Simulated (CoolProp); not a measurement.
A simple Rankine cycle with R21: condensing at 301.15 K, boiler at 2.08 MPa, turbine inlet 436.1 K, turbine efficiency 0.6, pump efficiency 0.8, no recuperator. Each further row changes one setting.

Model: reference Helmholtz-energy equation of state, Platzer 1990, in CoolProp. This equation is an older, rougher fit; its heat capacities, sound speeds and derivatives of the liquid may be far off and weren't checked against measurements.

| case | thermal efficiency (%) | net work (kJ/kg) | heat in (kJ/kg) | turbine exit temperature (K) | volume ratio over the turbine |
|---|---|---|---|---|---|
| as stated | 12.1 | 36.0 | 298 | 352.5 | 9.80 |
| turbine inlet 456.1 K | 12.3 | 38.9 | 316 | 373.7 | 9.64 |
| condensing temperature 293.15 K | 13.0 | 39.9 | 307 | 345.3 | 12.7 |
| boiler pressure 1.46 MPa | 10.8 | 33.0 | 306 | 368.9 | 6.75 |
| turbine efficiency 0.5 | 10.0 | 29.7 | 298 | 361.8 | 10.1 |
